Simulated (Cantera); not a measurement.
What does this Cantera script print?

```python
import numpy as np
import cantera as ct

gas = ct.Solution("gri30.yaml", transport_model="mixture-averaged")
show = ['H2O', 'C2H2', 'CH3']

rows = []
print(f"{'T/K':>7s}{'rho':>11s}{'cp':>10s}{'mu':>11s}{'lambda':>11s}{'Pr':>7s}" + "".join(f"{'D_' + s:>11s}" for s in show))
for T in [400, 650, 900, 1150, 1400, 1650]:
    gas.TPX = T, 29, {'NO': 0.14, 'N2O': 0.77}
    Pr = gas.cp_mass * gas.viscosity / gas.thermal_conductivity
    D = [gas.mix_diff_coeffs_mole[gas.species_index(s)] for s in show]
    rows.append([gas.density, gas.cp_mass, gas.viscosity, gas.thermal_conductivity, Pr, *D])
    print(f"{T:7g}{gas.density:11.4e}{gas.cp_mass:10.1f}{gas.viscosity:11.4e}"
          f"{gas.thermal_conductivity:11.4e}{Pr:7.3f}" + "".join(f"{d:11.4e}" for d in D))
print("SI units: kg/m3, J/kg/K, Pa s, W/m/K, m2/s")
```

It prints:

```
    T/K        rho        cp         mu     lambda     Pr      D_H2O     D_C2H2      D_CH3
    400 3.6499e-04     973.4 1.9906e-05 2.6434e-02  0.733 1.0618e-01 7.6264e-02 1.0568e-01
    650 2.2461e-04    1118.8 2.9519e-05 4.4940e-02  0.735 2.6890e-01 1.8333e-01 2.5006e-01
    900 1.6222e-04    1214.2 3.7527e-05 6.1774e-02  0.738 4.8761e-01 3.2324e-01 4.3769e-01
   1150 1.2695e-04    1270.5 4.4564e-05 7.7064e-02  0.735 7.5375e-01 4.9163e-01 6.6313e-01
   1400 1.0428e-04    1310.8 5.0945e-05 9.1101e-02  0.733 1.0620e+00 6.8578e-01 9.2294e-01
   1650 8.8483e-05    1341.8 5.6853e-05 1.0413e-01  0.733 1.4088e+00 9.0383e-01 1.2147e+00
SI units: kg/m3, J/kg/K, Pa s, W/m/K, m2/s
```

Detailed kinetics in Cantera: GRI-Mech 3.0 (53 species, 325 reactions). The composition is frozen, though it would react at the higher temperatures.
